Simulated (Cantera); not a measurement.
**Ignition delay**

Mixture: 6.35 % CH₄, 0.826 % C₂H₆, 2.16 % C₃H₈, 17.6 % O₂, 66.1 % N₂, 6.99 % H₂O, equivalence ratio 1.5, at 22.0 bar, adiabatic and at constant volume. Ignition delay is the time to a rise of 400 K.

Computed with Cantera and GRI-Mech 3.0 (53 species, 325 reactions). GRI-Mech 3.0 was tuned for natural gas; its chemistry of propane as a main component is partial and can be far from experiment. The pressure lies above the range GRI-Mech 3.0 was tuned for (to about 10 atm).

```tsv
T0 (K)	delay (ms)
1275	0.181
1325	0.100
1375	0.0565
1425	0.0326
1475	0.0195
1525	0.0121
1575	0.00779
1625	0.00521
```

The apparent activation energy between 1525 and 1625 K comes out as 170 kJ/mol.
